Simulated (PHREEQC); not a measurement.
Consider water at 90 °C with 0.0011 mol NH4Cl per kg of water. Closed to the air; pH follows from the charge balance.

All values are PHREEQC results (ion-association model, phreeqc.dat), not measurements.

The pH comes out as 5.31 and the ionic strength comes out as 0.00110 mol/kgw. The specific conductance is 459 µS/cm.

```
species  molality  activity   log γ
-------  --------  --------  ------
Cl-       0.00110   0.00105  -0.019
NH4+      0.00110   0.00105  -0.019
H+        5.15e-6   4.95e-6  -0.018
NH3       5.07e-6   5.07e-6   0.000
OH-       8.31e-8   7.96e-8  -0.019
```

Precipitation was switched off in this run. Constants without temperature data keep their 25 °C values here.
